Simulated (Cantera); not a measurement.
**Carbothermic reduction: Cu2O + C + H2**

A closed system holds: 1 mol Cu2O, a varied amount of C, 9.9 mol H2, held at 2300 K and 1.00 bar.

Method: chemical equilibrium by Gibbs-energy minimisation in Cantera with the NASA 1993 tables (ideal gas, pure condensed phases). Candidate condensed phases: C, C6H6, C7H8, C8H18, Cu, CuO, Cu(OH)2, Cu2O, H2O; 113 gas species. Kinetics and transport are ignored.

```csv
n(C) (mol),x H2,x CO,x Cu,x H2O,x H,x C2H2 (acetylene),n Cu(l),n C(graphite)
0.81,0.854,0.0714,0.0481,0.0165,0.00895,8.78e-11,1.45,0
0.97,0.855,0.0845,0.0481,0.00256,0.00895,5.13e-9,1.44,0
1.2,0.852,0.0869,0.0481,3.09e-6,0.00893,0.00368,1.44,0.113
1.4,0.852,0.0869,0.0481,3.09e-6,0.00893,0.00368,1.44,0.313
1.7,0.852,0.0869,0.0481,3.09e-6,0.00893,0.00368,1.44,0.613
2,0.852,0.0869,0.0481,3.09e-6,0.00893,0.00368,1.44,0.913
2.4,0.852,0.0869,0.0481,3.09e-6,0.00893,0.00368,1.44,1.31
2.8,0.852,0.0869,0.0481,3.09e-6,0.00893,0.00368,1.44,1.71
3.4,0.852,0.0869,0.0481,3.09e-6,0.00893,0.00368,1.44,2.31
4,0.852,0.0869,0.0481,3.09e-6,0.00893,0.00368,1.44,2.91
4.8,0.852,0.0869,0.0481,3.09e-6,0.00893,0.00368,1.44,3.71
5.7,0.852,0.0869,0.0481,3.09e-6,0.00893,0.00368,1.44,4.61
```
x: gas mole fraction; n: condensed amount in mol.

From 0.81 mol C to 0.97 mol C the condensed part is Cu(l). From 1.2 mol C to 5.7 mol C the condensed part is C(graphite) + Cu(l). The main Cu-bearing gas is Cu throughout.
